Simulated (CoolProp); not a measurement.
Vapour-liquid equilibrium of R134a (1) + R124 (2) at 295.6 K; x and y are mole fractions of (1).

Computed with CoolProp (multi-fluid Helmholtz-energy mixture model, Tillner-Roth 1994 and de Vries 1995; pair parameters Bell 2016).

| x | bubble pressure (kPa) | y at the bubble point | dew pressure at overall composition x (kPa) | liquid density (mol/L) |
|---|---|---|---|---|
| 0.05 | 370.1 | 0.088 | 362.8 | 10.07 |
| 0.2 | 417.6 | 0.306 | 393.5 | 10.31 |
| 0.35 | 461.6 | 0.477 | 428.4 | 10.56 |
| 0.5 | 502.0 | 0.619 | 467.9 | 10.84 |
| 0.65 | 539.4 | 0.742 | 511.3 | 11.13 |
| 0.8 | 574.0 | 0.855 | 557.2 | 11.45 |
| 0.95 | 606.1 | 0.964 | 602.2 | 11.80 |

No azeotrope shows between x = 0.05 and 0.95.

Pair parameters are fitted to limited data, so mixtures are less certain than the pure fluids.
